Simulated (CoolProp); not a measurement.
Properties of methanol along the isobar 0.0769 MPa.

Values from CoolProp's reference Helmholtz-energy equation of state, de Reuck 1993.

```csv
T (K),phase,cv (kJ/(kg K)),expansivity (1/kK),conductivity (mW/(m K)),Prandtl number
471.4,gas,1.546,2.164,___,0.815
477,gas,___,2.136,35.1,0.813
482.6,gas,1.573,2.109,35.8,0.812
488.2,gas,1.586,2.082,___,0.810
493.8,gas,___,2.057,37.3,0.809
499.4,gas,1.612,2.032,38.1,0.807
505.1,gas,1.626,2.007,___,0.806
510.7,gas,1.639,1.983,___,0.805
516.3,gas,1.652,1.960,40.4,___
521.9,gas,1.665,1.938,41.2,___
527.5,gas,1.678,1.916,42.0,0.801
533.1,gas,1.691,1.894,42.8,0.800
538.7,gas,1.704,1.874,43.6,0.799
```

### Question
Some entries are withheld; supply them.

### Answer

- 471.4, conductivity (mW/(m K)): 34.3
- 477, cv (kJ/(kg K)): 1.559
- 488.2, conductivity (mW/(m K)): 36.6
- 493.8, cv (kJ/(kg K)): 1.599
- 505.1, conductivity (mW/(m K)): 38.9
- 510.7, conductivity (mW/(m K)): 39.7
- 516.3, Prandtl number: 0.804
- 521.9, Prandtl number: 0.803

Viscosity comes from a separate model (Xiang 2006). Thermal conductivity comes from a separate model (Sykioti 2013).
